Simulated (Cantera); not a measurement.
A Cantera script and what it prints.

```python
import numpy as np
import cantera as ct

gas_names = """
    B BH BH2 BH3 BO BO2 B2 B2O B2O2 B2O3 B3O3H3 H HBO HBO2 HO2 H2 H2O H2O2 H3B3O6 O OH O2 O3
""".split()
cond_names = """
    B(b) B(L) B2O3(L) B3O3H3(cr) H2O(s) H2O(L)
""".split()


# ... load() reads the species with a 1 bar reference pressure and builds the phases ...
atoms = {
    'B': {'B': 1},
    'O2': {'O': 2},
    'H2': {'H': 2},
}
top_T = {}  # K; cautious upper limits of use, not melting points


# ... equilibrate(T, P, feed) seeds the gas with the atoms and calls Mixture.equilibrate('TP', solver="vcs", rtol=1e-11, max_steps=5000) ...
results = []
T = 2325  # K
P = 10000  # Pa
for m in [0.9, 1.1, 1.4, 1.8, 2.2, 2.7, 3.4, 4.2]:
    feed = {'B': 1, 'O2': m, 'H2': 19}  # mol
    mix = equilibrate(T, P, feed)
    results.append((T, P, feed, dict(zip(mix.species_names, mix.species_moles))))

top = {s: max(r[3][s] / sum(r[3][g] for g in gas_names) for r in results) for s in gas_names}
cols = sorted((s for s in top if top[s] > 0.001), key=lambda s: -top[s])[:8]
seen = [c for c in cond_names if any(r[3].get(c, 0) > 1e-12 for r in results)]
print("log10 of partial pressures in bar; condensed amounts in mol")
print(f"{'n(O2)':>10s}" + "".join(f"{s[:9]:>10s}" for s in cols + seen))
for T, P, feed, n in results:
    ng = sum(n[g] for g in gas_names)
    print(f"{feed['O2']:10.4g}" + "".join(f"{np.log10(max(n[s] / ng * P / 1e5, 1e-99)):10.3f}" for s in cols)
          + "".join(f"{n.get(c, 0):10.4g}" for c in seen))
```

Output:

```
log10 of partial pressures in bar; condensed amounts in mol
     n(O2)        H2       H2O      HBO2         H       HBO        BO      B2O3        OH
       0.9    -1.044    -2.781    -2.708    -2.480    -2.805    -3.200    -3.422    -4.995
       1.1    -1.050    -2.522    -2.582    -2.484    -2.945    -3.337    -3.430    -4.733
       1.4    -1.062    -2.266    -2.486    -2.490    -3.116    -3.502    -3.494    -4.471
       1.8    -1.081    -2.046    -2.424    -2.499    -3.293    -3.670    -3.591    -4.242
       2.2    -1.101    -1.894    -2.392    -2.509    -3.433    -3.800    -3.677    -4.080
       2.7    -1.128    -1.755    -2.368    -2.523    -3.576    -3.929    -3.769    -3.927
       3.4    -1.170    -1.612    -2.349    -2.544    -3.742    -4.074    -3.874    -3.763
       4.2    -1.224    -1.490    -2.337    -2.570    -3.904    -4.210    -3.971    -3.615
```

Cantera equilibrium calculation (NASA polynomials, part measured and part estimated; ideal gas, pure solids and liquids).
